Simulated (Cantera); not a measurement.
A Cantera script and what it prints.

```python
import numpy as np
import cantera as ct

gas_names = """
    F F2 N NF NF2 NF3 N2 Si SiF SiF2 SiF3 SiF4 SiN Si2 Si2N Si3
""".split()
cond_names = """
    Si(cr) Si(L) Si3N4(a)
""".split()


def load(file, names, dense=False):
    # The tables refer to 1 bar. Condensed volumes are neglected.
    table = {s.name: s for s in ct.Species.list_from_file(file)}
    out = []
    for n in names:
        d = dict(table[n].input_data)
        d["thermo"] = dict(d["thermo"], **{"reference-pressure": 1e5})
        if dense:
            d["equation-of-state"] = {"model": "constant-volume", "density": "1e6 g/cm^3"}
        out.append(ct.Species.from_dict(d))
    return out


gas = ct.Solution(thermo="ideal-gas", species=load("nasa_gas.yaml", gas_names))
cond = {s.name: ct.Solution(thermo="fixed-stoichiometry", species=[s], name=s.name)
        for s in load("nasa_condensed.yaml", cond_names, dense=True)}
atoms = {
    'Si': {'Si': 1},
    'NF3': {'N': 1, 'F': 3},
    'N2': {'N': 2},
}
top_T = {'Si3N4(a)': 2400}  # K; cautious upper limits of use, not melting points


def equilibrate(T, P, feed):
    n = {}
    for name, mol in feed.items():
        for a, k in atoms[name].items():
            n[a] = n.get(a, 0.0) + k * mol
    gas.TPX = T, P, n
    mass = sum(n.values()) * gas.mean_molecular_weight
    gas.equilibrate("TP")
    valid = [c for c in cond.values() if c.min_temp <= T <= top_T.get(c.name, c.max_temp)]
    mix = ct.Mixture([(gas, mass / gas.mean_molecular_weight)] + [(c, 0.0) for c in valid])
    mix.T, mix.P = T, P
    mix.equilibrate("TP", solver="vcs", rtol=1e-11, max_steps=5000)
    return mix


results = []
T = 1048.15  # K
P = 3.3  # Pa
for m in [0.9, 1.3, 1.8, 2.5, 3.6, 5.1, 7.2]:
    feed = {'Si': 1, 'NF3': m, 'N2': 2.7}  # mol
    mix = equilibrate(T, P, feed)
    results.append((T, P, feed, dict(zip(mix.species_names, mix.species_moles))))

top = {s: max(r[3][s] / sum(r[3][g] for g in gas_names) for r in results) for s in gas_names}
cols = sorted((s for s in top if top[s] > 0.001), key=lambda s: -top[s])[:5]
seen = [c for c in cond_names if any(r[3].get(c, 0) > 1e-12 for r in results)]
print("log10 of partial pressures in bar; condensed amounts in mol")
print(f"{'n(NF3)':>10s}" + "".join(f"{s[:9]:>10s}" for s in cols + seen))
for T, P, feed, n in results:
    ng = sum(n[g] for g in gas_names)
    print(f"{feed['NF3']:10.4g}" + "".join(f"{np.log10(max(n[s] / ng * P / 1e5, 1e-99)):10.3f}" for s in cols)
          + "".join(f"{n.get(c, 0):10.4g}" for c in seen))
```

It prints:

```
log10 of partial pressures in bar; condensed amounts in mol
    n(NF3)        N2         F      SiF4  Si3N4(a)
       0.9    -4.571   -19.472    -5.211    0.1081
       1.3    -4.593   -19.455    -5.128  0.008077
       1.8    -4.703    -5.114    -5.260         0
       2.5    -4.812    -4.865    -5.408         0
       3.6    -4.918    -4.739    -5.571         0
       5.1    -5.005    -4.673    -5.726         0
       7.2    -5.078    -4.633    -5.877         0
```

Method: chemical equilibrium by Gibbs-energy minimisation in Cantera with the NASA 1993 tables (ideal gas, pure condensed phases). The tables' values for SiF3 are old estimates; treat these amounts as uncertain.
